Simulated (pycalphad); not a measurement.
## Phase fractions of Al-1.19Si-24.18Mg (at.%)

Source of the numbers: pycalphad with the COST 507 light-alloy database (1999); pressure 1 atm. The database dates from 1999; later assessments differ in places, in temperatures and in the compounds included. Amounts are mole fractions of atoms.

| T (°C) | LIQUID | MG2SI | FCC_A1 | ALMG_BETA |
|---|---|---|---|---|
| 617 | 1.000 | - | - | - |
| 537 | 0.943 | 0.021 | 0.036 | - |
| 457 | 0.338 | 0.035 | 0.627 | - |
| 377 | - | 0.036 | 0.576 | 0.388 |
| 297 | - | 0.036 | 0.499 | 0.465 |
| 217 | - | 0.036 | 0.454 | 0.510 |
| 137 | - | 0.036 | 0.427 | 0.537 |

Database names, with the compositions (at.%) that they take in these runs: MG2SI: Mg 67 Si 33; ALMG_BETA: Al 61 Mg 39. FCC_A1 is fcc.
